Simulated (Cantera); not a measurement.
# Catalytic combustion on Pt

An isothermal plug-flow reactor at 1125 K and 4.93 atm (inlet), inlet velocity 0.68 m/s, active area per volume 990 1/m; feed CH₄ : O₂ : N₂ : H₂O = 0.004 : 0.019 : 0.79 : 0.031 (molar parts), equivalence ratio 0.42.

Cantera simulation using Deutschmann's 1995 Pt surface mechanism with GRI-Mech 3.0 gas chemistry; the numbers are that mechanism's predictions, not measurements. Catalytic surfaces can have several steady states; this one follows from the mechanism file's or the stated starting coverage. Mass transfer to the wall is taken as infinitely fast.

| z (m) | x CH₄ | x O₂ | x H₂O | x CO₂ | x CO | θ free Pt | θ O* | θ OH* |
|---|---|---|---|---|---|---|---|---|
| 0.00019 | 0.00442 | 0.0219 | 0.0373 | 0.000303 | 4.17e-6 | 0.333 | 0.661 | 0.00618 |
| 0.00032 | 0.00422 | 0.0215 | 0.0378 | 0.000503 | 3.99e-6 | 0.334 | 0.660 | 0.00621 |
| 0.00053 | 0.00390 | 0.0209 | 0.0384 | 0.000810 | 3.71e-6 | 0.335 | 0.658 | 0.00627 |
| 0.00088 | 0.00342 | 0.0199 | 0.0393 | 0.00128 | 3.28e-6 | 0.338 | 0.656 | 0.00636 |
| 0.0015 | 0.00269 | 0.0185 | 0.0407 | 0.00198 | 2.62e-6 | 0.342 | 0.652 | 0.00649 |
| 0.0024 | 0.00188 | 0.0169 | 0.0423 | 0.00276 | 1.89e-6 | 0.346 | 0.647 | 0.00663 |
| 0.0041 | 0.000921 | 0.0151 | 0.0442 | 0.00368 | 1.05e-6 | 0.352 | 0.641 | 0.00680 |
| 0.0068 | 0.000279 | 0.0138 | 0.0455 | 0.00431 | 4.86e-7 | 0.356 | 0.637 | 0.00691 |
| 0.011 | 4.08e-5 | 0.0133 | 0.0460 | 0.00457 | 1.63e-7 | 0.358 | 0.635 | 0.00696 |
| 0.019 | 1.03e-6 | 0.0132 | 0.0461 | 0.00465 | 5.11e-8 | 0.359 | 0.634 | 0.00697 |
x: gas mole fraction; θ: surface coverage.
